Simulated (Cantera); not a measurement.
Equilibrium for abatement and gas-phase synthesis: HF + SO₂ + H₂O

Feed: 1 mol HF, 0.44 mol SO₂, 0.62 mol H₂O, equilibrated at 1527 °C and 1.58 Torr.

Method: chemical equilibrium by Gibbs-energy minimisation in Cantera with the NASA 1993 tables (ideal gas, pure condensed phases). Candidate condensed phases: H₂O, H₂SO₄, S; 43 gas species. Equilibrium is a limit: real reactors are often held back by kinetics, nucleation or transport.

The x(HF) is 0.483 and the x(H₂O) is 0.292. The x(SO₂) is 0.211 and the x(H₂) is 0.00594. The x(O₂) is 0.00334 and the x(OH) is 0.00196. The x(SO) comes out as 0.00158. The x(H) is 0.000602 and the x(O) comes out as 0.000154. The gas amount is 2.070 mol and the log10 activity of S(l) (absent) comes out as -6.34.
